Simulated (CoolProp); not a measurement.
Model: reference Helmholtz-energy equation of state, Lemmon 2006, in CoolProp. It is a short technical equation, of lower accuracy than the large ones.

Problem. For n-nonane, give the phase and the density (kg/m³), viscosity (µPa s), conductivity (mW/(m K)) at 600 K and 5.14 bar; 600 K and 47.1 bar; 600 K and 73.3 bar.

Solution. 
- 600 K and 5.14 bar: gas; density 14.4, viscosity 10.8, conductivity 41.8
- 600 K and 47.1 bar: supercritical; density 412, viscosity 58.1, conductivity 74.5
- 600 K and 73.3 bar: supercritical; density 446, viscosity 69.5, conductivity 80.2

Viscosity comes from a separate model (Huber 2004). Thermal conductivity comes from a separate model (Huber 2005).
